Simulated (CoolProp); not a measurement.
A single-stage vapour-compression cycle with CH2F2 (R32): evaporating at 201.15 K (dew point), condensing at 241.15 K (bubble point), superheat 2 K, subcooling 0 K, compressor efficiency 0.75, no pressure losses. Each further row changes one setting.

Computed with CoolProp (reference Helmholtz-energy equation of state, Tillner-Roth 1997).

```tsv
case	cooling COP	pressure ratio	discharge temperature (K)	refrigerating effect (kJ/kg)	volumetric capacity (kJ/m³)
as stated	3.10	7.91	342.8	341	340
evaporating temperature 206.15 K	3.73	5.81	326.4	344	458
condensing temperature 236.15 K	3.62	6.38	327.0	349	348
subcooling 5 K	3.17	7.91	342.8	349	348
superheat 12 K	3.02	7.91	357.0	349	330
compressor efficiency 0.65	2.68	7.91	361.0	341	340
```
